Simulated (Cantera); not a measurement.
A closed system holds: 1 mol Cr, 0.17 mol N₂O, 310 mol H₂, equilibrated at 1150 °C and 1.00 bar.

Equilibrium computed with Cantera from the NASA thermochemical tables; the gas is ideal and each condensed phase is pure. Candidate condensed phases: Cr, CrN, Cr₂N, Cr₂O₃, H₂O; 29 gas species. The numbers say what is thermodynamically allowed, not how fast it happens.

Base state: H₂ 0.999, H₂O 0.000548, N₂ 0.000547 (mole fractions); condensed: Cr(s).

Task: What changes in the equilibrium state with this change: Cr replaced by V?

Result: 
| species | before | after |
|---|---|---|
| H₂ | 0.999 | 1.000 |
| H₂O | 0.000548 | 6.19e-6 |
| N₂ | 0.000547 | 7.46e-8 |
| Cr(s), mol | 1.000 | 0 |
| V(s), mol | 0 | 0.492 |
| VN(s), mol | 0 | 0.340 |
| VO(s), mol | 0 | 0.168 |
Mutual solubility and eutectic melting of coexisting phases are not modelled. VN, VO: taken at fixed stoichiometry. Condensed phases not in the tables: solid solutions among these carbides, nitrides and lower oxides, V₂N, N, O or C dissolved in the metal. Further candidate phases: V, VN, VO, V₂O₃, V₂O₄, V₂O₅.

Task: What changes in the equilibrium state with this change: temperature from 1150 °C to 1825 °C?

Result: 
| species | before | after |
|---|---|---|
| H₂ | 0.999 | 0.993 |
| Cr | 1.06e-7 | 0.00321 |
| H | 6.65e-6 | 0.00307 |
| H₂O | 0.000548 | 0.000544 |
| N₂ | 0.000547 | 0.000545 |
| Cr(s), mol | 1.000 | 0 |
